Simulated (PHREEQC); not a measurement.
Acid rinse or clean: an equilibrium model

Consider water at 25 °C with 50 mmol/kgw HBr and 0.11 mmol/kgw CuCl2. It is in equilibrium with CO2 at log p = -2 (atm). Otherwise closed; pH follows from the charge balance.

All values are PHREEQC results (ion-association model, phreeqc.dat), not measurements.

This is a speciation only: nothing precipitates in the calculation.

**Question.** What pH, specific conductance does the model give?

**Answer.** pH 1.37; specific conductance 18500 µS/cm.
